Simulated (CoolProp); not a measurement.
A simple Rankine cycle with R1224YDZ: condensing at 300.15 K, boiler at 0.608 MPa, turbine inlet 472.1 K, turbine efficiency 0.75, pump efficiency 0.6, no recuperator. Each further row changes one setting.

Computed with CoolProp (reference Helmholtz-energy equation of state, Akasaka 2023).

```tsv
case	thermal efficiency (%)	net work (kJ/kg)	heat in (kJ/kg)	turbine exit temperature (K)	volume ratio over the turbine
as stated	7.7	(withheld)	317	444.0	3.73
condensing temperature 292.15 K	9.0	29.5	326	(withheld)	4.93
boiler pressure 0.426 MPa	5.7	18.3	(withheld)	(withheld)	2.62
turbine efficiency 0.65	6.6	(withheld)	317	447.4	(withheld)
```

Complete the blanks.


- as stated, net work (kJ/kg): 24.4
- condensing temperature 292.15 K, turbine exit temperature (K): 438.4
- boiler pressure 0.426 MPa, heat in (kJ/kg): 319
- boiler pressure 0.426 MPa, turbine exit temperature (K): 451.7
- turbine efficiency 0.65, net work (kJ/kg): 21.0
- turbine efficiency 0.65, volume ratio over the turbine: 3.76
